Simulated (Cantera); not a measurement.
An isothermal, constant-pressure homogeneous reactor starts with 0.503 % CH₄, 0.839 % O₂, 98.7 % N₂, at 1223 K and 19.0 bar.

Computed with Cantera and GRI-Mech 3.0 (53 species, 325 reactions). The pressure lies above the range GRI-Mech 3.0 was tuned for (to about 10 atm).

Task: Predict: x(CH₄) at 3.00 s; x(O₂) at 3.00 s; x(H₂O) at 3.00 s.

Result: 
* **x(CH₄) at 3.00 s**: 3.11e-5 (gas-phase equilibrium 1.27e-10)
* **x(O₂) at 3.00 s**: 5.28e-7 (gas-phase equilibrium <1e-12)
* **x(H₂O) at 3.00 s**: 0.00911 (gas-phase equilibrium 0.00804)
